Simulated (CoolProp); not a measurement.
Properties of dimethyl ether along the isotherm -2.55 °C (Tc = 127.2 °C, pc = 53.37 bar, ω = 0.196).

Computed with CoolProp (reference Helmholtz-energy equation of state, Wu 2011).

| p (bar) | phase | density (kg/m³) | isothermal compressibility (1/MPa) | expansivity (1/kK) | viscosity (µPa s) |
|---|---|---|---|---|---|
| 1.58 | gas | 3.376 | 6.618 | 4.331 | 8.56 |
| 3.83 | liquid | 703.9 | 0.002080 | 2.091 | 164 |
| 5.97 | liquid | 704.2 | 0.002071 | 2.085 | 164 |
| 9.29 | liquid | 704.7 | 0.002057 | 2.075 | 165 |
| 14.5 | liquid | 705.5 | 0.002034 | 2.061 | 165 |
| 22.5 | liquid | 706.6 | 0.002001 | 2.039 | 166 |
| 35.1 | liquid | 708.4 | 0.001952 | 2.006 | 168 |
| 54.6 | liquid | 711.0 | 0.001880 | 1.959 | 171 |
| 85.1 | liquid | 715.0 | 0.001780 | 1.891 | 175 |
| 132 | liquid | 720.8 | 0.001647 | 1.800 | 182 |
| 206 | liquid | 729.1 | 0.001477 | 1.680 | 193 |
| 321 | liquid | 740.7 | 0.001280 | 1.534 | 211 |
| 500 | liquid | 756.3 | 0.001066 | 1.367 | 241 |

Viscosity comes from a separate model (Meng 2012).
